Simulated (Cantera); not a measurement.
**Adiabatic ignition**

An adiabatic, constant-volume homogeneous reactor starts with 13.9 % H₂, 17.0 % O₂, 63.9 % N₂, 5.15 % H₂O, equivalence ratio 0.41, at 1275 K and 26.0 bar.

Cantera simulation using the H2/O2 subset of GRI-Mech 3.0, which has no nitrogen chemistry; the numbers are that mechanism's predictions, not measurements. The hydrogen kinetics of GRI-Mech 3.0 are dated; newer H2 mechanisms differ, most at raised pressure. The pressure lies above the range GRI-Mech 3.0 was tuned for (to about 10 atm).

```tsv
t (s)	T (K)	P (bar)	x H₂	x O₂	x H₂O	x H₂O₂	x O	x HO₂
7.00e-6	1275	26.0	0.139	0.170	0.0515	3.42e-7	4.48e-9	3.55e-6
2.62e-5	1275	26.0	0.139	0.170	0.0516	9.43e-6	5.54e-8	3.97e-5
9.79e-5	2437	46.3	0.000399	0.106	0.202	2.74e-6	0.000508	2.69e-5
0.000366	2437	46.3	0.000399	0.106	0.202	2.74e-6	0.000508	2.69e-5
0.00137	2437	46.3	0.000399	0.106	0.202	2.74e-6	0.000508	2.69e-5
0.00512	2437	46.3	0.000399	0.106	0.202	2.74e-6	0.000508	2.69e-5
0.0191	2437	46.3	0.000399	0.106	0.202	2.74e-6	0.000508	2.69e-5
0.0715	2437	46.3	0.000399	0.106	0.202	2.74e-6	0.000508	2.69e-5
0.267	2437	46.3	0.000399	0.106	0.202	2.74e-6	0.000508	2.69e-5
1.00	2437	46.3	0.000399	0.106	0.202	2.74e-6	0.000508	2.69e-5
```
x: mole fraction; the columns are a selection and need not sum to one.

* **time of steepest temperature rise**: 65.2 µs
* **temperature at 1.00 s**: 2437 K
* **equilibrium temperature**: 2437 K
* **x(H₂) at 1.00 s**: 0.000399 (gas-phase equilibrium 0.000399)
* **x(O₂) at 1.00 s**: 0.106 (gas-phase equilibrium 0.106)
* **x(H₂O) at 1.00 s**: 0.202 (gas-phase equilibrium 0.202)
